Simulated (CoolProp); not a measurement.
n-pentane at 453.39 K and 12 MPa is throttled through a valve to 5.42 MPa with no heat exchange. Each further row changes one setting.

The numbers come from the reference Helmholtz-energy equation of state, Thol 2019 in CoolProp.

| case | temperature change (K) | final phase | final density (kg/m³) |
|---|---|---|---|
| as stated | ? | liquid | ? |
| outlet pressure 1.63 MPa | ? | ? | 114 |
| outlet pressure 7.05 MPa | -1.4 | liquid | 450 |

Q: Fill in the missing entries.

A: 
- as stated, temperature change (K): -2.3
- as stated, final density (kg/m³): 438
- outlet pressure 1.63 MPa, temperature change (K): -28.9
- outlet pressure 1.63 MPa, final phase: two-phase, vapour fraction 0.357
